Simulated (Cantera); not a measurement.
A freely propagating, adiabatic, planar premixed flame of C₃H₈ : O₂ : N₂ : CO₂ = 1 : 7.25 : 27.2 : 3 (molar parts), unburnt at 350 K and 450 Torr; unity-Lewis-number transport, grid criteria slope 0.08 and curve 0.16, no radiation.

Cantera simulation using GRI-Mech 3.0 (53 species, 325 reactions); the numbers are that mechanism's predictions, not measurements. GRI-Mech 3.0 was tuned for natural gas; its chemistry of propane as a main component is partial and can be far from experiment. Unity Lewis numbers drop preferential diffusion, which matters most where H2 and H carry the flame. Burning velocities carry a grid error of a few per cent, more on coarse grids.

**Question.** Predict: laminar burning velocity; thermal thickness; peak x(O); peak x(C₂H₄).

**Answer.** 
| Property | Result |
|---|---|
| laminar burning velocity | 22.4 cm/s |
| thermal thickness | 0.971 mm |
| peak x(O) | 0.00312 |
| peak x(C₂H₄) | 0.00321 |
